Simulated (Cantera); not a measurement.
Abatement and gas-phase synthesis: N₂O + H₂O + O₂

Feed: 1 mol N₂O, 0.054 mol H₂O, 2 mol O₂, at 802 °C and 1500 Torr.

Method: chemical equilibrium by Gibbs-energy minimisation in Cantera with the NASA 1993 tables (ideal gas, pure condensed phases). Candidate condensed phases: H₂O; 24 gas species. Rates play no part.

```json
{
  "x(O₂)": "0.703",
  "x(N₂)": "0.281",
  "x(H₂O)": "0.0152",
  "x(NO)": "7.37e-5",
  "x(NO₂)": "6.33e-6",
  "gas_amount": "3.554 mol"
}
```
